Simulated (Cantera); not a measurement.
Input: 1 mol CO, 0.15 mol O2, 14 mol H2, held at 1 atm.

Cantera equilibrium calculation (NASA polynomials, part measured and part estimated; ideal gas, pure solids and liquids). Candidate condensed phases: C, C6H6, C7H8, C8H18, H2O; 110 gas species. Equilibrium is a limit: real reactors are often held back by kinetics, nucleation or transport. All values below are at 1998 K.

Base state: H2 0.912, CO 0.0663, H2O 0.0197, H 0.00152, CO2 0.000312 (mole fractions); condensed: gas only.

Q: What changes in the equilibrium state with this change: H2 from 14 to 4.3 mol?

A: 
```csv
species,before,after
H2,0.912,0.756
CO,0.0663,0.186
H2O,0.0197,0.0537
CO2,0.000312,0.00288
H,0.00152,0.00139
```

Q: What changes in the equilibrium state with this change: CO replaced by toluene?

A: 
```
species             before     after
----------------  --------  --------
H2                   0.912     0.981
CO                  0.0663    0.0164
H                  0.00152   0.00158
H2O                 0.0197   1.92e-6
C2H2 (acetylene)     <1e-9  0.000744
CO2               0.000312   7.02e-9
CH4                1.32e-7  0.000416
C(graphite), mol         0      6.66
```
